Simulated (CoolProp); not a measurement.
Hydrogen chloride along the isotherm -38.05 °C: fugacity coefficient from the reference equation and from simpler models built on Tc = 51.5 °C, pc = 8314 kPa, ω = 0.130; each cubic takes its own stable root.

Values from CoolProp's reference Helmholtz-energy equation of state, Thol 2018.

| p (kPa) | phase | reference |
|---|---|---|
| 378 | gas | 0.9514 |
| 756 | gas | 0.9028 |
| 1130 | liquid | 0.6531 |
| 1510 | liquid | 0.4920 |
| 1890 | liquid | 0.3957 |
| 2270 | liquid | 0.3317 |
| 2650 | liquid | 0.2860 |
| 3020 | liquid | 0.2526 |
| 3400 | liquid | 0.2259 |
| 3780 | liquid | 0.2045 |
| 4160 | liquid | 0.1871 |

How far does each simpler model (Redlich-Kwong, Soave-Redlich-Kwong, Peng-Robinson) lie from the reference over these 11 states: mean and median of the absolute difference, and the worst?


- Redlich-Kwong: mean 15.6 %, median 18.5 %, worst +19.1 % at -38.05 °C and 4160 kPa
- Soave-Redlich-Kwong: mean 2.9 %, median 3.1 %, worst +3.6 % at -38.05 °C and 4160 kPa
- Peng-Robinson: mean 1.7 %, median 1.9 %, worst +1.9 % at -38.05 °C and 4160 kPa
